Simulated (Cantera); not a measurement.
Thermodynamics of silicon carbide growth, feed CH₃SiCl₃ + H₂

Input: 1 mol CH₃SiCl₃, 14 mol H₂, equilibrated at 33.0 mbar.

These are equilibrium values from Cantera (NASA tables, ideal gas, pure condensed phases), not measurements of a reactor. Candidate condensed phases: C, C₆H₆, C₇H₈, C₈H₁₈, Si, SiC; 109 gas species. The feed counts by its element totals alone. The tables' values for SiCl, SiCl₃ are old estimates; treat these amounts as uncertain. Equilibrium is a limit: real reactors are often held back by kinetics, nucleation or transport.

From 1473 K to 2073 K the condensed part is C(graphite) + SiC(s). The main Si-bearing gas is SiCl₂ throughout. The share of Si in condensed phases is highest at 1473 K (98.5 %) and lowest at 2073 K (90.5 %).

```
T (K)   x H₂  x HCl       x H   x SiCl₂      x Cl  x C₂H₂ (acetylene)      x Si    x SiCl  n C(graphite)  n SiC(s)
-----  -----  -----  --------  --------  --------  ------------------  --------  --------  -------------  --------
1473   0.824  0.175   6.32e-5  0.000761   1.09e-5             5.36e-6   1.09e-9   3.50e-8         0.0137     0.985
1573   0.825  0.174  0.000203   0.00119   3.40e-5             1.70e-5   1.59e-8   2.23e-7         0.0203     0.978
1673   0.825  0.173  0.000569   0.00174   9.31e-5             4.70e-5   1.69e-7   1.14e-6         0.0286     0.969
1773   0.825  0.171   0.00142   0.00242  0.000227            0.000115   1.37e-6   4.78e-6         0.0379     0.958
1873   0.824  0.169   0.00322   0.00323  0.000501            0.000257   8.87e-6   1.71e-5         0.0472     0.944
1973   0.821  0.166   0.00673   0.00413   0.00102            0.000526   4.74e-5   5.36e-5         0.0548     0.927
2073   0.816  0.163    0.0131   0.00509   0.00193            0.001000  0.000215  0.000149         0.0599     0.905
```
x: gas mole fraction; n: condensed amount in mol.
